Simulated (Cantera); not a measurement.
# Equilibrium for chlorosilane synthesis and conversion: SiCl4 + Cl2 + H2 + HCl

Feed: 1 mol SiCl4, 0.59 mol Cl2, 8 mol H2, 4.3 mol HCl, equilibrated at 0.100 bar.

Method: chemical equilibrium by Gibbs-energy minimisation in Cantera with the NASA 1993 tables (ideal gas, pure condensed phases). Candidate condensed phases: Si; 19 gas species. The tables' values for SiCl3 are old estimates; treat these amounts as uncertain. Equilibrium is a limit: real reactors are often held back by kinetics, nucleation or transport.

```tsv
T (°C)	log p H2	log p HCl	log p SiCl4	log p SiCl2	log p SiCl3
250	-1.27	-1.40	-2.14	<-13	<-13
400	-1.27	-1.40	-2.14	<-13	-9.76
550	-1.27	-1.40	-2.14	-10.42	-7.26
700	-1.27	-1.40	-2.15	-7.49	-5.54
850	-1.27	-1.40	-2.16	-5.36	-4.31
1000	-1.28	-1.39	-2.20	-3.81	-3.41
1150	-1.30	-1.36	-2.40	-2.82	-2.91
```
log p: log10 of the partial pressure in bar; nothing condenses.

From 250 °C to 1150 °C nothing is condensed. The main Si-bearing gas is SiCl4 throughout.
